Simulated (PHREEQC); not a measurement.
Solution (25 °C): 0.97 mol/kgw KCl and 2.2 mol/kgw MgCl2. Closed to the air; pH follows from the charge balance.

Computed with PHREEQC (Pitzer model, pitzer.dat).

No solid was allowed to form.

What activity of water, density, osmotic coefficient does the model give?

activity of water 0.782; density 1.179 g/cm³; osmotic coefficient 1.596.

Species that the database lacks are ignored.
